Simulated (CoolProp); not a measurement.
Vapour-liquid equilibrium of propane (1) + sulfur dioxide (2) at 304.5 K; x and y are mole fractions of (1).

Computed with CoolProp (multi-fluid Helmholtz-energy mixture model, Lemmon 2009 and Gao 2016; pair parameters Bell 2016).

| x | bubble pressure (kPa) | y at the bubble point | dew pressure at overall composition x (kPa) | liquid density (mol/L) |
|---|---|---|---|---|
| 0.05 | 836.7 | 0.420 | 508.7 | 20.14 |
| 0.15 | 1153 | 0.586 | 570.1 | 18.47 |
| 0.25 | 1237 | 0.620 | 647.4 | 17.00 |
| 0.35 | 1256 | 0.630 | 747.5 | 15.71 |
| 0.45 | 1267 | 0.637 | 882.1 | 14.59 |
| 0.55 | 1280 | 0.650 | 1069 | 13.63 |
| 0.65 | 1291 | 0.677 | 1280 | 12.82 |
| 0.75 | 1289 | 0.721 | 1280 | 12.14 |
| 0.85 | 1259 | 0.794 | 1224 | 11.59 |
| 0.95 | 1180 | 0.912 | 1152 | 11.13 |

y crosses x between x = 0.65 and 0.75: the model has an azeotrope there.

The pair parameters rest on a limited set of measurements; away from them the model extrapolates. With so large a gap from Raoult's law the liquid may split in two, which this calculation doesn't test in full.
